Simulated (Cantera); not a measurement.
Charge: 1 mol SiC, 0.11 mol N2O, 200 mol H2, held at 1875 K and 34.0 Pa.

Equilibrium computed with Cantera from the NASA thermochemical tables; the gas is ideal and each condensed phase is pure. Candidate condensed phases: C, C6H6, C7H8, C8H18, H2O, Si, SiC, SiO2, Si2N2O, Si3N4; 151 gas species. The numbers say what is thermodynamically allowed, not how fast it happens.

Base state: H2 0.963, H 0.0349, Si 0.00108, CO 0.000534, N2 0.000460, C2H2 (acetylene) 0.000208, HCN 0.000151, SiH 1.81e-5 (mole fractions); condensed: SiC(s).

What changes in the equilibrium state with this change: pressure from 34.0 Pa to 270000 Pa?


| species | before | after |
|---|---|---|
| H2 | 0.963 | 0.998 |
| N2 | 0.000460 | 0.000541 |
| H | 0.0349 | 0.000399 |
| Si | 0.00108 | 1.64e-6 |
| SiO | 5.36e-6 | 0.000324 |
| SiC2 | 1.63e-5 | <1e-9 |
| CH4 | 1.57e-7 | 0.000112 |
| SiC(s), mol | 0.764 | 0.929 |
Gases not in the tables: Si2H6 and higher silanes.

What changes in the equilibrium state with this change: N2O from 0.11 to 0.22 mol?


```tsv
species	before	after
H2	0.963	0.961
H	0.0349	0.0349
Si	0.00108	0.00142
N2	0.000460	0.000988
CO	0.000534	0.00106
SiO	5.36e-6	1.83e-5
C2H2 (acetylene)	0.000208	0.000120
SiC2	1.63e-5	1.24e-5
Si2C	1.68e-5	2.21e-5
SiC(s), mol	0.764	0.689
```
